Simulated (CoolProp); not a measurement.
Vapour-liquid equilibrium of diethyl ether (1) + acetone (2) at 0.338 MPa; x and y are mole fractions of (1).

The numbers come from the multi-fluid Helmholtz-energy mixture model, Thol 2014 and Lemmon 2006; pair parameters Bell 2016 in CoolProp.

| x | bubble temperature (K) | y at the bubble point | dew temperature at overall composition x (K) | liquid density (mol/L) |
|---|---|---|---|---|
| 0.05 | 366.8 | 0.106 | 368.2 | 11.84 |
| 0.125 | 363.3 | 0.243 | 366.4 | 11.55 |
| 0.2 | 360.1 | 0.358 | 364.4 | 11.27 |
| 0.275 | 357.3 | 0.452 | 362.4 | 10.99 |
| 0.35 | 355.0 | 0.531 | 360.3 | 10.72 |
| 0.425 | 353.0 | 0.597 | 358.1 | 10.45 |
| 0.5 | 351.4 | 0.653 | 355.9 | 10.19 |
| 0.575 | 350.1 | 0.704 | 353.7 | 9.943 |
| 0.65 | 349.0 | 0.750 | 351.5 | 9.704 |
| 0.725 | 348.1 | 0.795 | 349.5 | 9.476 |
| 0.8 | 347.3 | 0.841 | 348.0 | 9.260 |
| 0.875 | 346.8 | 0.892 | 347.0 | 9.055 |
| 0.95 | 346.5 | 0.952 | 346.5 | 8.860 |

No azeotrope shows between x = 0.05 and 0.95.

The pair parameters rest on a limited set of measurements; away from them the model extrapolates.
